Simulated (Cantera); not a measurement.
Cantera run, input and output.

```python
import numpy as np
import cantera as ct

gas = ct.Solution("gri30.yaml")


def delay(T, t_max=10):
    gas.TPX = T, 910000, {'CH4': 1, 'H2': 0.047, 'O2': 1.06, 'N2': 4}
    reactor = ct.IdealGasConstPressureReactor(gas, clone=False)
    net = ct.ReactorNet([reactor])
    net.rtol, net.atol = 1e-8, 1e-16
    while net.time < t_max:
        t_old, T_old = net.time, reactor.T
        net.step()
        if reactor.T > T + 400:  # ignition: a rise of 400 K
            return t_old + (T + 400 - T_old) / (reactor.T - T_old) * (net.time - t_old)
    return np.nan


taus = []
for T in [1125, 1200, 1275, 1350, 1425, 1500, 1575, 1650, 1725]:
    taus.append(delay(T))
    print(f"T0 = {T:6g} K   tau = {taus[-1]:.4e} s")
```

It prints:

```
T0 =   1125 K   tau = 7.5057e-03 s
T0 =   1200 K   tau = 3.7800e-03 s
T0 =   1275 K   tau = 1.8628e-03 s
T0 =   1350 K   tau = 9.0742e-04 s
T0 =   1425 K   tau = 4.4379e-04 s
T0 =   1500 K   tau = 2.2025e-04 s
T0 =   1575 K   tau = 1.1190e-04 s
T0 =   1650 K   tau = 5.8740e-05 s
T0 =   1725 K   tau = 3.2143e-05 s
```

Model: GRI-Mech 3.0 (53 species, 325 reactions), integrated in Cantera.
